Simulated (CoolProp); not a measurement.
Vapour pressure (bar) of R1234ze(Z): the reference equation beside estimates from Tc = 423.3 K, pc = 35.31 bar, ω = 0.327.

Values from CoolProp's reference Helmholtz-energy equation of state, Akasaka 2019.

```tsv
T (K)	reference	Redlich-Kwong	Soave-Redlich-Kwong
308.2	2.480	4.269	2.493
316.7	3.231	5.287	3.259
325.3	4.158	6.481	4.206
333.8	5.261	7.835	5.334
342.4	6.590	9.392	6.694
350.9	8.139	11.13	8.280
359.4	9.948	13.07	10.13
368	12.07	15.26	12.30
376.5	14.49	17.65	14.76
385.1	17.30	20.31	17.61
393.6	20.46	23.19	20.80
```

Absolute difference from the reference over all 11 rows, mean and median: Redlich-Kwong 39.1 and 36.7 %, Soave-Redlich-Kwong 1.5 and 1.7 %.
